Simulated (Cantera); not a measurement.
Mixture: CO : H₂ : CH₄ : O₂ : N₂ = 1 : 0.46 : 0.36 : 2.74 : 10.3 (molar parts), at 1000000 Pa, adiabatic and at constant pressure. Ignition delay is the time to a rise of 400 K.

Detailed kinetics in Cantera: GRI-Mech 3.0 (53 species, 325 reactions).

| quantity | before | after |
|---|---|---|
| delay at 1023 K | 5.00 ms | 4.98 ms |
| delay at 1123 K | 0.565 ms | 0.720 ms |
| delay at 1223 K | 0.119 ms | 0.210 ms |
| delay at 1323 K | 41.0 µs | 90.0 µs |
| delay at 1423 K | 18.5 µs | 44.9 µs |
| apparent activation energy between 1373 and 1473 K | 120 kJ/mol | 110 kJ/mol |

### Question
Which change was made?
A) CH4 0.36 to 0.74 parts
B) H2 0.46 to 1.3 parts
C) pressure from 1000000 Pa to 100000 Pa
D) H2 0.46 to 0.98 parts

### Answer
A, CH4 0.36 to 0.74 parts
